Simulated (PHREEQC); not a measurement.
Make-up at 25 °C: 0.28 mol/kgw HF, 0.0024 mol/kgw CsF, 1.2e-06 mol/kgw H4SiO4 and 0.00011 mol/kgw HCl. Closed to the air; pH follows from the charge balance.

Model: ion-association model, wateq4f.dat, run in PHREEQC.

Each row changes one thing in this solution. No solid was allowed to form.

```
case                                   pH  ionic strength (mol/kgw)  SI of Quartz (SiO2)
-----------------------------------  ----  ------------------------  -------------------
as made                              1.94                    0.0153               -12.17
temperature from 25 to 20 °C         1.94                    0.0153               -12.39
HCl from 0.00011 to 1.1e-05 mol/kgw  1.94                    0.0152               -12.18
CsF from 0.0024 to 0.00048 mol/kgw   1.91                    0.0142               -12.11
CsF left out                         1.90                    0.0140               -12.09
```

Species that the database lacks are ignored. wateq4f.dat counts part of the HF as a dimer, H2F2, which phreeqc.dat doesn't know; its constant is uncertain. SiF6-2 is the database's only silicon fluoride.
